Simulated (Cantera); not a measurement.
# Adiabatic ignition

An adiabatic, constant-volume homogeneous reactor starts with 7.54 % CO, 9.80 % H₂, 0.588 % CH₄, 16.4 % O₂, 61.7 % N₂, 3.99 % H₂O, equivalence ratio 0.60, at 998 K and 1.00 atm.

Cantera simulation using GRI-Mech 3.0 (53 species, 325 reactions); the numbers are that mechanism's predictions, not measurements. Below about 1000 K GRI-Mech 3.0 lacks low-temperature oxidation paths.

```json
[
 {"t (s)": "4.00e-6", "T (K)": "998", "P (bar)": "1.01", "x CO": "0.0754", "x H₂": "0.0980", "x CH₄": "0.00588", "x OH": "7.84e-12", "x HCO": "<1e-12", "x CH₃": "7.08e-12"},
 {"t (s)": "1.18e-5", "T (K)": "998", "P (bar)": "1.01", "x CO": "0.0754", "x H₂": "0.0980", "x CH₄": "0.00588", "x OH": "2.35e-11", "x HCO": "<1e-12", "x CH₃": "4.95e-11"},
 {"t (s)": "3.48e-5", "T (K)": "998", "P (bar)": "1.01", "x CO": "0.0754", "x H₂": "0.0980", "x CH₄": "0.00588", "x OH": "6.55e-11", "x HCO": "<1e-12", "x CH₃": "3.42e-10"},
 {"t (s)": "0.000103", "T (K)": "998", "P (bar)": "1.01", "x CO": "0.0754", "x H₂": "0.0980", "x CH₄": "0.00588", "x OH": "2.03e-10", "x HCO": "<1e-12", "x CH₃": "2.13e-9"},
 {"t (s)": "0.000303", "T (K)": "998", "P (bar)": "1.01", "x CO": "0.0754", "x H₂": "0.0980", "x CH₄": "0.00588", "x OH": "1.56e-9", "x HCO": "<1e-12", "x CH₃": "2.06e-8"},
 {"t (s)": "0.000894", "T (K)": "1000", "P (bar)": "1.02", "x CO": "0.0753", "x H₂": "0.0977", "x CH₄": "0.00586", "x OH": "2.69e-6", "x HCO": "1.88e-9", "x CH₃": "7.73e-6"},
 {"t (s)": "0.00264", "T (K)": "2529", "P (bar)": "2.37", "x CO": "0.00838", "x H₂": "0.00257", "x CH₄": "<1e-12", "x OH": "0.0121", "x HCO": "2.56e-9", "x CH₃": "<1e-12"},
 {"t (s)": "0.00779", "T (K)": "2520", "P (bar)": "2.36", "x CO": "0.00818", "x H₂": "0.00251", "x CH₄": "<1e-12", "x OH": "0.0117", "x HCO": "2.40e-9", "x CH₃": "<1e-12"},
 {"t (s)": "0.0230", "T (K)": "2514", "P (bar)": "2.35", "x CO": "0.00804", "x H₂": "0.00248", "x CH₄": "<1e-12", "x OH": "0.0114", "x HCO": "2.29e-9", "x CH₃": "<1e-12"},
 {"t (s)": "0.0678", "T (K)": "2513", "P (bar)": "2.35", "x CO": "0.00802", "x H₂": "0.00247", "x CH₄": "<1e-12", "x OH": "0.0113", "x HCO": "2.29e-9", "x CH₃": "<1e-12"},
 {"t (s)": "0.200", "T (K)": "2513", "P (bar)": "2.35", "x CO": "0.00802", "x H₂": "0.00247", "x CH₄": "<1e-12", "x OH": "0.0113", "x HCO": "2.29e-9", "x CH₃": "<1e-12"}
]
```
x: mole fraction; the columns are a selection and need not sum to one.

```
Item                                                                 Value
---------------------------------  ---------------------------------------
time of steepest temperature rise                                  1.07 ms
temperature at 0.200 s                                              2513 K
equilibrium temperature                                             2513 K
x(CO) at 0.200 s                   0.00802 (gas-phase equilibrium 0.00802)
x(H₂) at 0.200 s                   0.00247 (gas-phase equilibrium 0.00247)
x(CH₄) at 0.200 s                    <1e-12 (gas-phase equilibrium <1e-12)
```
